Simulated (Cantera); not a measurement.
A perfectly stirred reactor is fed with CH₄ : O₂ : N₂ = 1 : 1.54 : 5.78 (molar parts), at 9.87 atm; it is adiabatic with a 473 K inlet, and is followed from long to short residence time, starting on the burning branch (τ in s: 0.032, 0.019, 0.011, 0.0065, 0.0038, 0.0022, 0.0013, 0.00077, 0.00045, 0.00027, 0.00016, 9.2e-05).

Cantera simulation using GRI-Mech 3.0 (53 species, 325 reactions); the numbers are that mechanism's predictions, not measurements.

One state of this run: T (K) = 2155; x CH₄ = 0.00221; x O₂ = 0.00309; x C₂H = 3.67e-7; x CH₂O = 4.99e-5; x NO₂ = 8.57e-9; x CH₃ = 0.000546. x: mole fraction; the columns are a selection and need not sum to one.

Q: Which value of τ (s) does it belong to?
A) 0.0065
B) 0.0022
C) 0.00045
D) 0.00027

A: C, 0.00045
